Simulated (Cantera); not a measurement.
An isothermal, constant-pressure homogeneous reactor starts with CH4 : N2 = 1 : 2.6 (molar parts), at 1825 K and 0.0267 bar. Integrator tolerance rtol = 1e-08.

Model: GRI-Mech 3.0 (53 species, 325 reactions), integrated in Cantera. GRI-Mech 3.0 stops at C3 and has no aromatics, soot or wall deposition, so with more carbon than oxygen in the feed, carbon stays in small species such as C2H2 where larger ones or solid carbon would form. Radical loss at walls, strong at low pressure, is not modelled.

```csv
quantity,before,after
x(CH4) at 100 s,7.48e-5 (gas-phase equilibrium 5.60e-5),0.193 (gas-phase equilibrium 0.00628)
x(C2H2) at 100 s,0.108 (gas-phase equilibrium 0.0558),0.0324 (gas-phase equilibrium 0.0657)
x(C2H4) at 100 s,1.84e-5 (gas-phase equilibrium 9.46e-6),0.000710 (gas-phase equilibrium 0.000832)
x(CH2) at 100 s,3.92e-8 (gas-phase equilibrium 2.94e-8),4.03e-10 (gas-phase equilibrium 5.63e-11)
x(HCN) at 100 s,0.000159 (gas-phase equilibrium 0.106),1.31e-10 (gas-phase equilibrium 0.0796)
```

Task: What was changed between the two runs?
A. CH4 1 to 7.5 parts
B. temperature 1825 to 1050 K
C. temperature 1825 to 1525 K
D. temperature 1825 to 1350 K

Result: D, temperature 1825 to 1350 K
